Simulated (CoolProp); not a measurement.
The fluid at 293.15 K and 0.687 MPa is throttled through a valve to 0.245 MPa with no heat exchange. The same conditions are run with several fluids, on thermodynamics alone (safety and materials aside).

Model: reference Helmholtz-energy equation of state of each fluid (R410A: Lemmon 2003; ethane: Bücker 2006; R125: Lemmon 2005; carbon dioxide: Span 1996; fluorine: de Reuck 1990), in CoolProp. Blends and air are pseudo-pure fits.

```csv
fluid,temperature change (K),final density (kg/m³)
R410A,-10.2,7.87
ethane,-5.3,3.14
R125,-7.3,12.9
carbon dioxide,-5.2,4.57
fluorine,-0.9,3.83
```
